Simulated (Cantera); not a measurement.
What does this Cantera script print?

```python
import numpy as np
import cantera as ct

gas_names = """
    CL CL2 N N2 Si SiCL SiCL2 SiCL3 SiCL4 SiN Si2 Si2N Si3
""".split()
cond_names = """
    Si(cr) Si(L) Si3N4(a)
""".split()


# ... load() reads the species with a 1 bar reference pressure and builds the phases ...
atoms = {
    'Si': {'Si': 1},
    'Cl2': {'CL': 2},
    'N2': {'N': 2},
}
top_T = {'Si3N4(a)': 2400}  # K; cautious upper limits of use, not melting points


# ... equilibrate(T, P, feed) seeds the gas with the atoms and calls Mixture.equilibrate('TP', solver="vcs", rtol=1e-11, max_steps=5000) ...
results = []
T = 1498  # K
P = 1500  # Pa
for m in [0.059, 0.073, 0.091, 0.11, 0.14, 0.17, 0.21, 0.27, 0.33, 0.41]:
    feed = {'Si': 1, 'Cl2': m, 'N2': 4.7}  # mol
    mix = equilibrate(T, P, feed)
    results.append((T, P, feed, dict(zip(mix.species_names, mix.species_moles))))
    x = sorted(zip(gas.X, gas.species_names), reverse=True)
    print(f"T = {T:g} K  P = {P:g} Pa  n(Cl2) = {m:g} mol  gas = {mix.phase_moles(0):.4g} mol")
    print("   x: " + "  ".join(f"{s} {v:.3e}" for v, s in x if v > 1e-06))
    print("   condensed (mol): " + ("  ".join(f"{mix.phase(i).name} {mix.phase_moles(i):.4g}"
          for i in range(1, mix.n_phases) if mix.phase_moles(i) > 1e-12) or "none"))
```

Output:

```
T = 1498 K  P = 1500 Pa  n(Cl2) = 0.059 mol  gas = 4.123 mol
   x: N2 9.869e-01  SiCL2 1.110e-02  SiCL3 1.387e-03  SiCL4 5.535e-04  CL 4.576e-05
   condensed (mol): Si3N4(a) 0.3154
T = 1498 K  P = 1500 Pa  n(Cl2) = 0.073 mol  gas = 4.143 mol
   x: N2 9.841e-01  SiCL2 1.329e-02  SiCL3 1.815e-03  SiCL4 7.918e-04  CL 5.002e-05
   condensed (mol): Si3N4(a) 0.3114
T = 1498 K  P = 1500 Pa  n(Cl2) = 0.091 mol  gas = 4.169 mol
   x: N2 9.805e-01  SiCL2 1.595e-02  SiCL3 2.384e-03  SiCL4 1.138e-03  CL 5.474e-05
   condensed (mol): Si3N4(a) 0.3063
T = 1498 K  P = 1500 Pa  n(Cl2) = 0.11 mol  gas = 4.195 mol
   x: N2 9.768e-01  SiCL2 1.860e-02  SiCL3 2.999e-03  SiCL4 1.544e-03  CL 5.904e-05
   condensed (mol): Si3N4(a) 0.301
T = 1498 K  P = 1500 Pa  n(Cl2) = 0.14 mol  gas = 4.237 mol
   x: N2 9.712e-01  SiCL2 2.252e-02  SiCL3 3.988e-03  SiCL4 2.255e-03  CL 6.484e-05
   condensed (mol): Si3N4(a) 0.2927
T = 1498 K  P = 1500 Pa  n(Cl2) = 0.17 mol  gas = 4.277 mol
   x: N2 9.657e-01  SiCL2 2.617e-02  SiCL3 4.985e-03  SiCL4 3.033e-03  CL 6.976e-05
   condensed (mol): Si3N4(a) 0.2846
T = 1498 K  P = 1500 Pa  n(Cl2) = 0.21 mol  gas = 4.331 mol
   x: N2 9.588e-01  SiCL2 3.068e-02  SiCL3 6.315e-03  SiCL4 4.150e-03  CL 7.536e-05
   condensed (mol): Si3N4(a) 0.2739
T = 1498 K  P = 1500 Pa  n(Cl2) = 0.27 mol  gas = 4.409 mol
   x: N2 9.488e-01  SiCL2 3.686e-02  SiCL3 8.287e-03  SiCL4 5.949e-03  CL 8.231e-05
   condensed (mol): Si3N4(a) 0.2582
T = 1498 K  P = 1500 Pa  n(Cl2) = 0.33 mol  gas = 4.487 mol
   x: N2 9.394e-01  SiCL2 4.248e-02  SiCL3 1.022e-02  SiCL4 7.848e-03  CL 8.807e-05  SiCL 1.035e-06
   condensed (mol): Si3N4(a) 0.2428
T = 1498 K  P = 1500 Pa  n(Cl2) = 0.41 mol  gas = 4.588 mol
   x: N2 9.274e-01  SiCL2 4.929e-02  SiCL3 1.272e-02  SiCL4 1.047e-02  CL 9.446e-05  SiCL 1.120e-06
   condensed (mol): Si3N4(a) 0.2225
```

Equilibrium computed with Cantera from the NASA thermochemical tables; the gas is ideal and each condensed phase is pure. N2 is the only nitrogen source here; it is nearly inert below about 1500 K, so the nitride shown seldom forms there in practice. The tables' values for SiCl3 are old estimates; treat these amounts as uncertain.
